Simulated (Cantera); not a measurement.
Input (Python, Cantera):

```python
import numpy as np
import cantera as ct

gas = ct.Solution("h2o2.yaml")
gas.TPX = 450, 150000, {'H2': 1, 'O2': 0.294, 'N2': 0.912, 'H2O': 0.064}
flame = ct.FreeFlame(gas, width=0.03)
flame.set_refine_criteria(ratio=3, slope=0.08, curve=0.16)
flame.transport_model = "mixture-averaged"
flame.solve(loglevel=0, auto=True)
z, T = flame.grid, flame.T
thick = (T[-1] - T[0]) / np.gradient(T, z).max()
show = ['H2', 'O2', 'HO2', 'O', 'H', 'OH']
print(f"laminar burning velocity  {flame.velocity[0] * 100:.3f} cm/s")
print(f"burnt temperature         {T[-1]:.1f} K")
print(f"thermal thickness         {thick * 1e3:.4f} mm")
print(f"grid points               {len(z)}")
z0 = z[flame.heat_release_rate.argmax()]
print(f"{'z/mm':>9s}{'T/K':>9s}{'u/(m/s)':>9s}" + "".join(f"{s:>11s}" for s in show))
rows = []
for k in (-3, -2, -1.5, -1, -0.5, -0.25, 0, 0.25, 0.5, 1, 2, 4, 8):
    zz = z0 + k * thick
    rows.append([k * thick, np.interp(zz, z, T), np.interp(zz, z, flame.velocity),
                 *(np.interp(zz, z, flame.X[gas.species_index(s)]) for s in show)])
    print(f"{rows[-1][0] * 1e3:9.3f}{rows[-1][1]:9.1f}{rows[-1][2]:9.3f}" + "".join(f"{x:11.3e}" for x in rows[-1][3:]))
```

It prints:

```
laminar burning velocity  648.804 cm/s
burnt temperature         2360.4 K
thermal thickness         0.2200 mm
grid points               122
     z/mm      T/K  u/(m/s)         H2         O2        HO2          O          H         OH
   -0.660    450.0    6.488  4.405e-01  1.295e-01  5.565e-13  5.700e-14  3.179e-16  6.258e-16
   -0.440    450.0    6.488  4.405e-01  1.295e-01  9.097e-11  6.901e-12  3.944e-14  7.580e-14
   -0.330    450.0    6.488  4.405e-01  1.295e-01  1.692e-09  1.005e-10  6.016e-13  1.114e-12
   -0.220    450.1    6.488  4.405e-01  1.295e-01  1.009e-07  3.656e-09  8.188e-11  6.471e-11
   -0.110    467.1    6.694  4.365e-01  1.301e-01  1.919e-04  3.118e-06  2.192e-05  1.878e-05
   -0.055    730.6   10.162  4.028e-01  1.250e-01  4.315e-04  2.171e-04  4.634e-03  1.095e-03
    0.000   1193.8   16.052  3.120e-01  9.273e-02  1.534e-04  2.730e-03  3.503e-02  2.320e-03
    0.055   1519.7   20.202  2.147e-01  3.670e-02  5.316e-05  5.096e-03  7.091e-02  5.776e-03
    0.110   1676.0   22.146  1.768e-01  1.105e-02  1.526e-05  4.101e-03  8.103e-02  7.656e-03
    0.220   1815.5   23.790  1.711e-01  2.827e-03  3.803e-06  2.977e-03  7.301e-02  8.786e-03
    0.440   1952.5   25.337  1.786e-01  1.583e-03  2.073e-06  2.103e-03  5.698e-02  8.870e-03
    0.880   2079.6   26.726  1.861e-01  9.264e-04  1.218e-06  1.268e-03  4.134e-02  7.947e-03
    1.760   2186.1   27.854  1.923e-01  4.626e-04  6.410e-07  6.453e-04  2.805e-02  6.317e-03
```

Model: the H2/O2 subset of GRI-Mech 3.0, which has no nitrogen chemistry, integrated in Cantera. Burning velocities carry a grid error of a few per cent, more on coarse grids.
